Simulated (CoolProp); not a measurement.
Saturated liquid density (kg/m³) of CHF3 (R23): the reference equation beside estimates from Tc = 26.1 °C, pc = 4832 kPa, ω = 0.263. Rackett uses Z = 0.29056 − 0.08775 ω.

Computed with CoolProp (reference Helmholtz-energy equation of state, Penoncello 2003).

| T (°C) | reference | Rackett | Redlich-Kwong | Soave-Redlich-Kwong | Peng-Robinson |
|---|---|---|---|---|---|
| -108.05 | 1541 | 1450 | 1279 | 1313 | 1480 |
| -99.55 | 1511 | 1422 | 1253 | 1290 | 1455 |
| -91.05 | 1480 | 1394 | 1225 | 1265 | 1428 |
| -82.55 | 1448 | 1364 | 1196 | 1239 | 1399 |
| -73.95 | 1414 | 1333 | 1165 | 1210 | 1368 |
| -65.45 | 1381 | 1301 | 1132 | 1179 | 1335 |
| -56.95 | 1345 | 1268 | 1097 | 1146 | 1298 |
| -48.45 | 1308 | 1233 | 1060 | 1110 | 1259 |
| -39.95 | 1269 | 1197 | 1021 | 1071 | 1215 |
| -31.45 | 1228 | 1158 | 978.4 | 1029 | 1168 |
| -22.95 | 1183 | 1116 | 932.3 | 981.9 | 1115 |
| -14.45 | 1134 | 1071 | 881.9 | 929.7 | 1055 |
| -5.95 | 1079 | 1020 | 825.9 | 870.7 | 986.8 |
| 2.55 | 1015 | 962.0 | 762.3 | 802.4 | 907.2 |
| 11.05 | 935.8 | 891.2 | 686.7 | 719.8 | 810.2 |

Absolute difference from the reference over all 15 rows, mean and median: Rackett 5.6 and 5.7 %, Redlich-Kwong 20.0 and 19.0 %, Soave-Redlich-Kwong 16.5 and 15.1 %, Peng-Robinson 5.5 and 4.0 %.
